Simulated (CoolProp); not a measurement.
Saturated liquid density (kg/m³) of CH2F2 (R32): the reference equation beside estimates from Tc = 78.1 °C, pc = 57.83 bar, ω = 0.277.

Values from CoolProp's reference Helmholtz-energy equation of state, Tillner-Roth 1997.

```json
[
 {"T (°C)": "-47.25", "reference": "1201", "van der Waals": "615.7", "Peng-Robinson": "1058"},
 {"T (°C)": "-44.35", "reference": "1193", "van der Waals": "611.8", "Peng-Robinson": "1051"},
 {"T (°C)": "-41.45", "reference": "1184", "van der Waals": "607.9", "Peng-Robinson": "1044"},
 {"T (°C)": "-38.55", "reference": "1176", "van der Waals": "…", "Peng-Robinson": "…"},
 {"T (°C)": "-35.65", "reference": "1168", "van der Waals": "…", "Peng-Robinson": "1030"},
 {"T (°C)": "-32.75", "reference": "1159", "van der Waals": "…", "Peng-Robinson": "1022"},
 {"T (°C)": "-29.85", "reference": "1151", "van der Waals": "591.7", "Peng-Robinson": "1015"},
 {"T (°C)": "-26.95", "reference": "1142", "van der Waals": "…", "Peng-Robinson": "1007"},
 {"T (°C)": "-24.05", "reference": "1133", "van der Waals": "583.2", "Peng-Robinson": "999.3"},
 {"T (°C)": "-21.25", "reference": "1124", "van der Waals": "579.0", "Peng-Robinson": "…"},
 {"T (°C)": "-18.35", "reference": "1115", "van der Waals": "574.6", "Peng-Robinson": "983.2"},
 {"T (°C)": "-15.45", "reference": "1106", "van der Waals": "570.1", "Peng-Robinson": "974.6"}
]
```

Problem. Some entries are withheld; supply them.

Solution. 
- -38.55, van der Waals: 603.9
- -38.55, Peng-Robinson: 1037
- -35.65, van der Waals: 599.9
- -32.75, van der Waals: 595.8
- -26.95, van der Waals: 587.5
- -21.25, Peng-Robinson: 991.5

Absolute difference from the reference over all 12 rows, mean and median: van der Waals 48.6 and 48.6 %, Peng-Robinson 11.8 and 11.8 %.
